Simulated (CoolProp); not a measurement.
Vapour-liquid equilibrium of R22 (1) + C3F8 (R218) (2) at -45.75 °C; x and y are mole fractions of (1).

Values from CoolProp's multi-fluid Helmholtz-energy mixture model, Kamei 1995 and Lemmon 2006; pair parameters Bell 2016.

**Question.** Give the bubble pressure and the first vapour's composition at x = 0.35, 0.5, 0.65. Is there an azeotrope?

**Answer.** x = 0.35: 0.1052 MPa, y = 0.522; x = 0.5: 0.1082 MPa, y = 0.573; x = 0.65: 0.1084 MPa, y = 0.608. y crosses x between x = 0.5 and 0.65: the model has an azeotrope there.

Pair parameters are fitted to limited data, so mixtures are less certain than the pure fluids.
